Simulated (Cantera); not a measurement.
Cantera run, input and output.

```python
import numpy as np
import cantera as ct

gas = ct.Solution("h2o2.yaml")
gas.TPX = 575, 360000, {'H2': 1, 'O2': 0.312, 'N2': 1.17}
flame = ct.FreeFlame(gas, width=0.016)
flame.set_refine_criteria(ratio=3, slope=0.08, curve=0.16)
flame.transport_model = "mixture-averaged"
flame.solve(loglevel=0, auto=True)
z, T = flame.grid, flame.T
thick = (T[-1] - T[0]) / np.gradient(T, z).max()
show = ['H2', 'O2', 'HO2', 'H2O', 'OH', 'H']
print(f"laminar burning velocity  {flame.velocity[0] * 100:.3f} cm/s")
print(f"burnt temperature         {T[-1]:.1f} K")
print(f"thermal thickness         {thick * 1e3:.4f} mm")
print(f"grid points               {len(z)}")
z0 = z[flame.heat_release_rate.argmax()]
print(f"{'z/mm':>9s}{'T/K':>9s}{'u/(m/s)':>9s}" + "".join(f"{s:>11s}" for s in show))
rows = []
for k in (-3, -2, -1.5, -1, -0.5, -0.25, 0, 0.25, 0.5, 1, 2, 4, 8):
    zz = z0 + k * thick
    rows.append([k * thick, np.interp(zz, z, T), np.interp(zz, z, flame.velocity),
                 *(np.interp(zz, z, flame.X[gas.species_index(s)]) for s in show)])
    print(f"{rows[-1][0] * 1e3:9.3f}{rows[-1][1]:9.1f}{rows[-1][2]:9.3f}" + "".join(f"{x:11.3e}" for x in rows[-1][3:]))
```

Output:

```
laminar burning velocity  883.432 cm/s
burnt temperature         2425.5 K
thermal thickness         0.0836 mm
grid points               114
     z/mm      T/K  u/(m/s)         H2         O2        HO2        H2O         OH          H
   -0.251    575.0    8.834  4.029e-01  1.257e-01  5.160e-12  1.275e-11  1.490e-15  2.156e-15
   -0.167    575.0    8.834  4.029e-01  1.257e-01  2.829e-10  5.787e-10  1.015e-13  1.521e-13
   -0.125    575.0    8.834  4.029e-01  1.257e-01  1.230e-08  1.882e-08  5.286e-12  1.430e-11
   -0.084    575.2    8.835  4.027e-01  1.257e-01  1.198e-06  1.292e-06  7.242e-10  1.180e-08
   -0.042    608.4    9.257  3.956e-01  1.262e-01  4.685e-04  1.175e-03  6.978e-05  1.284e-04
   -0.021    889.5   13.122  3.565e-01  1.190e-01  5.236e-04  2.581e-02  1.120e-03  5.948e-03
    0.000   1338.0   19.141  2.680e-01  8.314e-02  2.293e-04  1.056e-01  3.092e-03  3.248e-02
    0.021   1653.0   23.369  1.855e-01  3.357e-02  8.606e-05  1.991e-01  6.626e-03  5.915e-02
    0.042   1809.3   25.410  1.536e-01  1.145e-02  2.818e-05  2.413e-01  8.553e-03  6.574e-02
    0.084   1954.2   27.214  1.468e-01  3.000e-03  7.297e-06  2.597e-01  9.502e-03  5.814e-02
    0.167   2089.8   28.832  1.522e-01  1.454e-03  3.546e-06  2.668e-01  8.972e-03  4.389e-02
    0.334   2208.2   30.198  1.578e-01  7.687e-04  1.892e-06  2.730e-01  7.437e-03  3.050e-02
    0.669   2300.2   31.230  1.622e-01  3.480e-04  8.743e-07  2.784e-01  5.469e-03  1.981e-02
```

Detailed kinetics in Cantera: the H2/O2 subset of GRI-Mech 3.0, which has no nitrogen chemistry. The hydrogen kinetics of GRI-Mech 3.0 are dated; newer H2 mechanisms differ, most at raised pressure. Burning velocities carry a grid error of a few per cent, more on coarse grids.
